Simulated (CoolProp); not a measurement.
Vapour pressure (kPa) of propane: the reference equation beside estimates from Tc = 96.7 °C, pc = 4251 kPa, ω = 0.152.

Values from CoolProp's reference Helmholtz-energy equation of state, Lemmon 2009.

```csv
T (°C),reference,van der Waals,Redlich-Kwong,Peng-Robinson
-100.65,2.742,72.57,3.461,2.914
-84.35,9.704,135.7,12.72,10.05
-68.05,27.35,230.6,36.13,27.85
-51.75,64.87,364.2,84.87,65.36
-35.45,134.7,542.8,172.8,134.9
-19.15,252.1,772.1,315.5,251.7
-2.85,434.5,1057,528.9,433.4
13.45,701.0,1403,829.1,699.9
```

Absolute difference from the reference over all 8 rows, mean and median: van der Waals 725.3 and 382.2 %, Redlich-Kwong 26.7 and 27.3 %, Peng-Robinson 1.6 and 0.5 %.
